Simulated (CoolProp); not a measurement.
Vapour-liquid equilibrium of R113 (1) + n-heptane (2) at 67.85 °C; x and y are mole fractions of (1).

Values from CoolProp's multi-fluid Helmholtz-energy mixture model, Marx 1992 and Span 2003; pair parameters Bell 2016.

```
x     bubble pressure (MPa)  y at the bubble point  dew pressure at overall composition x (MPa)  liquid density (mol/L)
----  ---------------------  ---------------------  -------------------------------------------  ----------------------
0.05                0.04733                      ?                                      0.03920                   6.467
0.15                0.06624                  0.508                                      0.04306                   6.584
0.25                0.08394                  0.651                                      0.04776                       ?
0.35                 0.1003                  0.740                                      0.05359                   6.826
0.45                 0.1155                  0.803                                            ?                   6.954
0.55                 0.1297                  0.850                                      0.07068                   7.087
0.65                 0.1431                  0.889                                      0.08384                   7.226
0.75                 0.1562                  0.922                                       0.1025                   7.372
0.85                 0.1692                  0.954                                       0.1296                   7.526
0.95                 0.1825                  0.984                                       0.1676                   7.689
```

### Question
Some entries are withheld; supply them.

### Answer

- 0.05, y at the bubble point: 0.242
- 0.25, liquid density (mol/L): 6.703
- 0.45, dew pressure at overall composition x (MPa): 0.06099

No azeotrope shows between x = 0.05 and 0.95.

The pair parameters rest on a limited set of measurements; away from them the model extrapolates.
